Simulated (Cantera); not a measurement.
A perfectly stirred reactor is fed with CH4 : CO : O2 : N2 = 1 : 0.06 : 2.03 : 7.63 (molar parts), at 3830 Torr; it is adiabatic with a 775 K inlet, and is followed from long to short residence time, starting on the burning branch (τ in s: 0.078, 0.04, 0.021, 0.011, 0.0054, 0.0028, 0.0014, 0.00072, 0.00037, 0.00019, 9.7e-05, 5e-05, 2.5e-05).

Computed with Cantera and GRI-Mech 3.0 (53 species, 325 reactions).

Predict: blow-out, bracketed by the residence times tried; x(CH4) at τ = 78.0 ms; x(CO) at τ = 78.0 ms; x(O2) at τ = 78.0 ms; x(H2O) at τ = 78.0 ms; x(NO) at τ = 78.0 ms; x(CH4) at τ = 1.40 ms; x(CO) at τ = 1.40 ms; x(O2) at τ = 1.40 ms; x(H2O) at τ = 1.40 ms; x(NO) at τ = 1.40 ms.


```json
{
 "blow_out_bracketed_by_the_residence_times_tried": "burning at 25.0 µs, the shortest tried",
 "x(CH4) at τ = 78.0 ms": "5.00e-7",
 "x(CO) at τ = 78.0 ms": "0.0164",
 "x(O2) at τ = 78.0 ms": "0.00755",
 "x(H2O) at τ = 78.0 ms": "0.176",
 "x(NO) at τ = 78.0 ms": "0.00391",
 "x(CH4) at τ = 1.40 ms": "2.14e-5",
 "x(CO) at τ = 1.40 ms": "0.0190",
 "x(O2) at τ = 1.40 ms": "0.0104",
 "x(H2O) at τ = 1.40 ms": "0.173",
 "x(NO) at τ = 1.40 ms": "0.00127"
}
```
